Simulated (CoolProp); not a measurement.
A single-stage vapour-compression cycle with the fluid: evaporating at 328.15 K (dew point), condensing at 381.15 K (bubble point), superheat 0 K, subcooling 8 K, compressor efficiency 0.85, no pressure losses. The same conditions are run with several fluids, on thermodynamics alone (safety and materials aside).

The numbers come from the reference Helmholtz-energy equation of state of each fluid (neopentane: Lemmon 2006; isobutane: Bücker 2006; dimethyl ether: Wu 2011; benzene: Thol 2012; cis-2-butene: Lemmon 2005; dimethyl carbonate: Zhou 2011) in CoolProp.

| fluid | cooling COP | pressure ratio | discharge temperature (K) | refrigerating effect (kJ/kg) | volumetric capacity (kJ/m³) |
|---|---|---|---|---|---|
| neopentane | 3.70 | 3.22 | 381.1 | 156 | 1900 |
| isobutane | 3.52 | 2.97 | 381.1 | 162 | 3230 |
| dimethyl ether | 3.72 | 2.95 | 394.0 | 220 | 5990 |
| benzene | 4.69 | 5.10 | 386.7 | 327 | 416 |
| cis-2-butene | 4.14 | 3.26 | 382.6 | 243 | 2890 |
| dimethyl carbonate | 4.67 | 6.07 | 381.5 | 313 | 299 |

The compression ends wet for: neopentane; isobutane.
